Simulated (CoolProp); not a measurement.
The fluid at 279.62 K and 0.903 MPa is throttled through a valve to 0.169 MPa with no heat exchange. The same conditions are run with several fluids, on thermodynamics alone (safety and materials aside).

The numbers come from the reference Helmholtz-energy equation of state of each fluid (oxygen: Schmidt 1985; C2F6 (R116): Lemmon 2006; normal hydrogen: Leachman 2009; carbon dioxide: Span 1996; CH3F (R41): Lemmon 2006) in CoolProp.

Question: Rank oxygen, C2F6 (R116), normal hydrogen, carbon dioxide, CH3F (R41) by temperature change (K), highest first.

Answer: normal hydrogen (+0.2), oxygen (-2.2), C2F6 (R116) (-8.3), carbon dioxide (-10.0), CH3F (R41) (-17.2)

| fluid | final density (kg/m³) |
|---|---|
| oxygen | 2.35 |
| C2F6 (R116) | 10.6 |
| normal hydrogen | 0.146 |
| carbon dioxide | 3.36 |
| CH3F (R41) | 2.69 |
